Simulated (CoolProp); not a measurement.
Vapour-liquid equilibrium of n-decane (1) + n-dodecane (2) at 0.0059 MPa; x and y are mole fractions of (1).

Values from CoolProp's multi-fluid Helmholtz-energy mixture model, Lemmon 2006 and Lemmon 2004; pair parameters Bell 2016.

| x | bubble temperature (°C) | y at the bubble point | dew temperature at overall composition x (°C) | liquid density (mol/L) |
|---|---|---|---|---|
| 0.05 | (withheld) | 0.171 | (withheld) | 3.982 |
| 0.2 | 112.4 | 0.516 | 120.5 | 4.105 |
| 0.35 | (withheld) | (withheld) | (withheld) | 4.224 |
| 0.5 | 100.3 | (withheld) | 112.9 | 4.343 |
| 0.65 | 95.9 | 0.900 | 108.0 | (withheld) |
| 0.8 | 92.4 | 0.952 | 101.6 | (withheld) |
| 0.95 | 89.3 | 0.989 | 92.5 | 4.713 |

Question: What belongs in the gaps?

Answer: 
- 0.05, bubble temperature (°C): 121.1
- 0.05, dew temperature at overall composition x (°C): 123.5
- 0.35, bubble temperature (°C): 105.6
- 0.35, y at the bubble point: 0.710
- 0.35, dew temperature at overall composition x (°C): 117.0
- 0.5, y at the bubble point: 0.826
- 0.65, liquid density (mol/L): 4.463
- 0.8, liquid density (mol/L): 4.586

No azeotrope shows between x = 0.05 and 0.95.

Pair parameters are fitted to limited data, so mixtures are less certain than the pure fluids.
